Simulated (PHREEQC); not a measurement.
A PHREEQC input (ion-association model, wateq4f.dat):

```
SOLUTION 1
  temp 45
  units mg/L
  pH 12.5
  pe 8.5
  Na 0.0419
  K 0.492
  Ca 0.184
  Mg 0.008
  Cl 0.166
  S(6) 0.516 as SO4
  Alkalinity 0.567 as HCO3
  Ba 0.0137
  Li 0.000162
  F 0.000798
  Si 0.00942 as SiO2
END
USE solution 1
EQUILIBRIUM_PHASES 1
  Quartz 0 0.5
  CO2(g) -2 10
END
```

It stops with these messages:

```
WARNING: Maximum iterations exceeded, 100
WARNING: Maximum iterations exceeded, 100
WARNING: The program has failed to converge to a numerical solution.
ERROR:           Alkalinity has not converged. Total: 9.297191e-06	Calculated: 3.335139e-03	Residual: -3.325841e-03
ERROR: Is non-carbonate alkalinity greater than total alkalinity?
ERROR:                   Ba has not converged. Total: 9.980632e-08	Calculated: 9.359207e-08	Residual: 6.214247e-09
ERROR:                   Ca has not converged. Total: 4.593298e-06	Calculated: 3.168394e-06	Residual: 1.424904e-06
ERROR:                   Cl has not converged. Total: 4.684784e-06	Calculated: 5.489217e-06	Residual: -8.044325e-07
ERROR:                    F has not converged. Total: 4.202622e-08	Calculated: 4.941568e-08	Residual: -7.389457e-09
ERROR:                    K has not converged. Total: 1.258927e-05	Calculated: 1.475107e-05	Residual: -2.161796e-06
ERROR:                   Li has not converged. Total: 2.335891e-08	Calculated: 2.649034e-08	Residual: -3.131424e-09
ERROR:                   Mg has not converged. Total: 3.292333e-07	Calculated: 9.577188e-09	Residual: 3.196562e-07
ERROR:                   Na has not converged. Total: 1.823532e-06	Calculated: 2.093138e-06	Residual: -2.696058e-07
ERROR:                 S(6) has not converged. Total: 5.374320e-06	Calculated: 5.468591e-06	Residual: -9.427087e-08
ERROR:                   Si has not converged. Total: 1.568644e-07	Calculated: 1.924169e-07	Residual: -3.555252e-08
ERROR:                   Mu Ionic strength has not converged. 	Residual: 1.645754e-01
ERROR:               A(H2O) Activity of water has not converged. 	Residual: -8.996121e-01
ERROR: Model failed to converge for initial solution  1.
```

Q: Why does the run stop?

A: The fault: pH typed as 12.5 with the alkalinity kept. The line should read `pH 6.37` where the input has `pH 12.5`. With the mend the run ends at pH 5.17 and ionic strength 4.19e-5 mol/kgw.
